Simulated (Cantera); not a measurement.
Ignition delay

Mixture: CH₄ : O₂ : N₂ = 1 : 3.28 : 12.3 (molar parts), equivalence ratio 0.61, at 750 Torr, adiabatic and at constant pressure. Ignition delay is the time to a rise of 400 K.

Cantera simulation using GRI-Mech 3.0 (53 species, 325 reactions); the numbers are that mechanism's predictions, not measurements.

```csv
T0 (K),delay (ms)
1173,52.2
1273,12.9
1373,3.73
1473,1.28
1573,0.518
1673,0.243
1773,0.127
1873,0.0727
1973,0.0443
```

- apparent activation energy between 1773 and 1973 K = 150 kJ/mol
